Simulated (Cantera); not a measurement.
Pb + O₂ + H₂ (iron carbonyl, mercury and lead vapours)

Charge: 1 mol Pb, 0.37 mol O₂, 5.5 mol H₂, held at 0.00500 bar.

These are equilibrium values from Cantera (NASA tables, ideal gas, pure condensed phases), not measurements of a reactor. Candidate condensed phases: H₂O, Pb, PbO, PbO₂, Pb₃O₄; 12 gas species. Rates play no part.

```json
[
 {"T (K)": "775", "log p H₂": "-2.36", "log p Pb": "-7.60", "log p H₂O": "-3.17", "log p H": "-13.19", "log p Pb₂": "<-14", "log p PbO": "<-14", "n Pb(l)": "1.000"},
 {"T (K)": "825", "log p H₂": "-2.36", "log p Pb": "-6.84", "log p H₂O": "-3.17", "log p H": "-12.28", "log p Pb₂": "-13.73", "log p PbO": "<-14", "n Pb(l)": "1.000"},
 {"T (K)": "875", "log p H₂": "-2.36", "log p Pb": "-6.17", "log p H₂O": "-3.17", "log p H": "-11.48", "log p Pb₂": "-12.61", "log p PbO": "-13.45", "n Pb(l)": "0.999"},
 {"T (K)": "925", "log p H₂": "-2.36", "log p Pb": "-5.57", "log p H₂O": "-3.17", "log p H": "-10.77", "log p Pb₂": "-11.60", "log p PbO": "-12.46", "n Pb(l)": "0.997"},
 {"T (K)": "975", "log p H₂": "-2.36", "log p Pb": "-5.04", "log p H₂O": "-3.17", "log p H": "-10.12", "log p Pb₂": "-10.71", "log p PbO": "-11.57", "n Pb(l)": "0.990"},
 {"T (K)": "1025", "log p H₂": "-2.37", "log p Pb": "-4.56", "log p H₂O": "-3.17", "log p H": "-9.54", "log p Pb₂": "-9.90", "log p PbO": "-10.77", "n Pb(l)": "0.969"},
 {"T (K)": "1075", "log p H₂": "-2.37", "log p Pb": "-4.12", "log p H₂O": "-3.18", "log p H": "-9.02", "log p Pb₂": "-9.17", "log p PbO": "-10.04", "n Pb(l)": "0.915"},
 {"T (K)": "1125", "log p H₂": "-2.38", "log p Pb": "-3.72", "log p H₂O": "-3.19", "log p H": "-8.54", "log p Pb₂": "-8.51", "log p PbO": "-9.38", "n Pb(l)": "0.784"},
 {"T (K)": "1175", "log p H₂": "-2.40", "log p Pb": "-3.36", "log p H₂O": "-3.21", "log p H": "-8.11", "log p Pb₂": "-7.90", "log p PbO": "-8.77", "n Pb(l)": "0.475"},
 {"T (K)": "1225", "log p H₂": "-2.44", "log p Pb": "-3.11", "log p H₂O": "-3.24", "log p H": "-7.72", "log p Pb₂": "-7.52", "log p PbO": "-8.30", "n Pb(l)": "0"},
 {"T (K)": "1275", "log p H₂": "-2.44", "log p Pb": "-3.11", "log p H₂O": "-3.24", "log p H": "-7.35", "log p Pb₂": "-7.62", "log p PbO": "-8.10", "n Pb(l)": "0"},
 {"T (K)": "1325", "log p H₂": "-2.44", "log p Pb": "-3.11", "log p H₂O": "-3.24", "log p H": "-7.00", "log p Pb₂": "-7.71", "log p PbO": "-7.91", "n Pb(l)": "0"},
 {"T (K)": "1375", "log p H₂": "-2.44", "log p Pb": "-3.11", "log p H₂O": "-3.24", "log p H": "-6.68", "log p Pb₂": "-7.80", "log p PbO": "-7.73", "n Pb(l)": "0"}
]
```
log p: log10 of the partial pressure in bar; n: condensed amount in mol.

From 775 K to 1175 K the condensed part is Pb(l). From 1225 K to 1375 K nothing is condensed. The main Pb-bearing gas is Pb throughout.
